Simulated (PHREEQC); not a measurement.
**Copper plating or etch bath: an equilibrium model**

Dissolve 0.028 mol CuCl2 and 0.024 mol H3BO3 per kg of water at 40 °C. Closed to the air; pH follows from the charge balance.

Equilibrium calculation in PHREEQC: ion-association model, wateq4f.dat.

```
Property                Result
--------------  --------------
pH                        4.35
ionic strength  0.0778 mol/kgw
```

```json
[
 {"species": "Cl-", "molality": "0.0529", "activity": "0.0411", "log γ": "-0.109"},
 {"species": "Cu+2", "molality": "0.0249", "activity": "0.0105", "log γ": "-0.376"},
 {"species": "H3BO3", "molality": "0.0240", "activity": "0.0244", "log γ": "0.008"},
 {"species": "CuCl+", "molality": "0.00298", "activity": "0.00233", "log γ": "-0.107"},
 {"species": "CuCl2", "molality": "5.90e-5", "activity": "6.01e-5", "log γ": "0.008"},
 {"species": "H+", "molality": "5.39e-5", "activity": "4.49e-5", "log γ": "-0.080"},
 {"species": "Cu2(OH)2+2", "molality": "2.51e-5", "activity": "9.80e-6", "log γ": "-0.408"},
 {"species": "CuOH+", "molality": "2.98e-6", "activity": "2.33e-6", "log γ": "-0.107"},
 {"species": "H2BO3-", "molality": "5.35e-7", "activity": "4.07e-7", "log γ": "-0.119"},
 {"species": "Cu(OH)2", "molality": "1.06e-7", "activity": "1.08e-7", "log γ": "0.008"},
 {"species": "CuCl3-", "molality": "1.44e-8", "activity": "1.13e-8", "log γ": "-0.107"}
]
```

Precipitation was switched off in this run. The solution is supersaturated, for example in Atacamite, so a real one may precipitate; this is no full list. Species that the database lacks are ignored. Constants without temperature data keep their 25 °C values here.
